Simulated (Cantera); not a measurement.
Feed: 1 mol CH4, 0.56 mol O2, 14 mol H2, held at 3.70 bar.

Cantera equilibrium calculation (NASA polynomials, part measured and part estimated; ideal gas, pure solids and liquids). Candidate condensed phases: C, C6H6, C7H8, C8H18, H2O; 110 gas species. Equilibrium is a limit: real reactors are often held back by kinetics, nucleation or transport.

Question: At 1648 K, list the 4 most abundant gas species with their mole fractions, and the condensed phases.

Answer: H2 0.934, CO 0.0586, H2O 0.00700, CO2 0.000137. Condensed: gas only.
